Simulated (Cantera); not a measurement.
A Cantera script and what it prints.

```python
import numpy as np
import cantera as ct

gas_names = """
    CL CL2 N N2 Si SiCL SiCL2 SiCL3 SiCL4 SiN Si2 Si2N Si3
""".split()
cond_names = """
    Si(cr) Si(L) Si3N4(a)
""".split()


# ... load() reads the species with a 1 bar reference pressure and builds the phases ...
atoms = {
    'SiCl4': {'Si': 1, 'CL': 4},
    'N2': {'N': 2},
}
top_T = {'Si3N4(a)': 2400}  # K; cautious upper limits of use, not melting points


# ... equilibrate(T, P, feed) seeds the gas with the atoms and calls Mixture.equilibrate('TP', solver="vcs", rtol=1e-11, max_steps=5000) ...
results = []
feed = {'SiCl4': 1, 'N2': 14}  # mol
T = 1000  # K
P = 101325  # Pa
mix = equilibrate(T, P, feed)
results.append((T, P, feed, dict(zip(mix.species_names, mix.species_moles))))
print(gas.report(threshold=1e-05))
for i in range(1, mix.n_phases):
    print(f"{mix.phase(i).name:16s} {mix.phase_moles(i):12.5e} mol")
```

It prints:

```
       temperature   1000 K
          pressure   1.0132e+05 Pa
           density   0.45666 kg/m^3
  mean mol. weight   37.472 kg/kmol
   phase of matter   gas

                          1 kg             1 kmol
                     ---------------   ---------------
          enthalpy       -5.1737e+05       -1.9387e+07  J
   internal energy       -7.3926e+05       -2.7702e+07  J
           entropy            6539.5        2.4505e+05  J/K
    Gibbs function       -7.0569e+06       -2.6444e+08  J
 heat capacity c_p            1002.6             37569  J/K
 heat capacity c_v             780.7             29254  J/K

                      mass frac. Y      mole frac. X     chem. pot. / RT
                     ---------------   ---------------   ---------------
                N2           0.69776           0.93333           -24.917
             SiCL4           0.30224          0.066666           -128.22
     [  +11 minor]        8.7499e-07        3.3366e-07

Si(cr)            0.00000e+00 mol
Si3N4(a)          0.00000e+00 mol
```

Equilibrium computed with Cantera from the NASA thermochemical tables; the gas is ideal and each condensed phase is pure.
